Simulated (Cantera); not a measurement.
Charge: 1 mol MgO, 0.56 mol H2S, 0.11 mol CO2, at 650 K and 7.10 bar.

These are equilibrium values from Cantera (NASA tables, ideal gas, pure condensed phases), not measurements of a reactor. Candidate condensed phases: C, C6H6, C7H8, C8H18, H2O, H2SO4, Mg, MgCO3, MgO, Mg(OH)2, MgS, MgSO4, S; 130 gas species. Gases not in the tables: S3 to S7. The numbers say what is thermodynamically allowed, not how fast it happens.

Base state: H2S 0.910, CO2 0.0645, H2O 0.0123, COS 0.0112, H2 0.000608, CS2 0.000462, CO 0.000205, S2 0.000169 (mole fractions); condensed: MgCO3(s) + MgO(s).

Task: What changes in the equilibrium state with this change: pressure from 7.10 bar to 0.0160 bar?

Result: 
```
species         before    after
-------------  -------  -------
H2S              0.910    0.813
CO2             0.0645    0.146
H2O             0.0123   0.0179
COS             0.0112   0.0155
S8             6.57e-5  2.79e-8
CH4            1.25e-5  4.42e-8
MgCO3(s), mol   0.0637        0
MgO(s), mol      0.936     1.00
```
